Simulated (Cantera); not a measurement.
# Low-pressure radical oxidation in H2/O2

A perfectly stirred reactor is fed with 26.8 % H₂, 72.5 % O₂, 0.681 % N₂, at 0.00523 atm; it is held at 1450 K, and followed from long to short residence time.

Model: GRI-Mech 3.0 (53 species, 325 reactions), integrated in Cantera. Radical loss at walls, strong at low pressure, is not modelled. The temperature is held fixed by assumption; the heat of reaction is taken as removed at once.

| τ (s) | x H₂ | x O₂ | x H | x HO₂ | x O | x OH |
|---|---|---|---|---|---|---|
| 3.4 | 0.00183 | 0.672 | 0.00205 | 1.54e-6 | 0.00844 | 0.00827 |
| 1.7 | 0.00284 | 0.666 | 0.00402 | 1.87e-6 | 0.0132 | 0.0103 |
| 0.86 | 0.00431 | 0.659 | 0.00765 | 2.16e-6 | 0.0203 | 0.0126 |
| 0.43 | 0.00640 | 0.647 | 0.0142 | 2.38e-6 | 0.0307 | 0.0152 |
| 0.22 | 0.00898 | 0.633 | 0.0245 | 2.47e-6 | 0.0442 | 0.0178 |
| 0.11 | 0.0119 | 0.615 | 0.0393 | 2.46e-6 | 0.0606 | 0.0202 |
| 0.055 | 0.0145 | 0.597 | 0.0554 | 2.37e-6 | 0.0764 | 0.0219 |
| 0.028 | 0.0166 | 0.583 | 0.0685 | 2.28e-6 | 0.0880 | 0.0229 |
| 0.014 | 0.0184 | 0.575 | 0.0775 | 2.21e-6 | 0.0949 | 0.0236 |
| 0.0071 | 0.0207 | 0.572 | 0.0826 | 2.17e-6 | 0.0974 | 0.0242 |
| 0.0036 | 0.0244 | 0.573 | 0.0853 | 2.14e-6 | 0.0962 | 0.0248 |
x: mole fraction; the columns are a selection and need not sum to one.
